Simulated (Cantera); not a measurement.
An isothermal, constant-pressure homogeneous reactor starts with H2 : O2 : N2 = 1.8 : 1 : 4.3 (molar parts), equivalence ratio 0.90, at 1250 K and 0.365 atm. Integrator tolerance rtol = 1e-08.

Cantera simulation using the H2/O2 subset of GRI-Mech 3.0, which has no nitrogen chemistry; the numbers are that mechanism's predictions, not measurements. The temperature is held fixed by assumption; the heat of reaction is taken as removed at once.

Q: What does this change do: temperature 1250 to 875 K?

A: 
```csv
quantity,before,after
x(H2) at 10.0 s,1.31e-7 (gas-phase equilibrium 1.31e-7),0.0917 (gas-phase equilibrium 4.71e-12)
x(O2) at 10.0 s,0.0161 (gas-phase equilibrium 0.0161),0.0611 (gas-phase equilibrium 0.0161)
x(H2O2) at 10.0 s,8.26e-10 (gas-phase equilibrium 8.26e-10),0.000297 (gas-phase equilibrium 1.02e-11)
x(H) at 10.0 s,2.89e-10 (gas-phase equilibrium 2.89e-10),1.36e-7 (gas-phase equilibrium <1e-12)
x(O) at 10.0 s,1.45e-8 (gas-phase equilibrium 1.45e-8),1.48e-8 (gas-phase equilibrium <1e-12)
x(H2O) at 10.0 s,0.290 (gas-phase equilibrium 0.290),0.185 (gas-phase equilibrium 0.290)
```
Below about 950 K walls govern HO2 and H2O2 in real vessels.
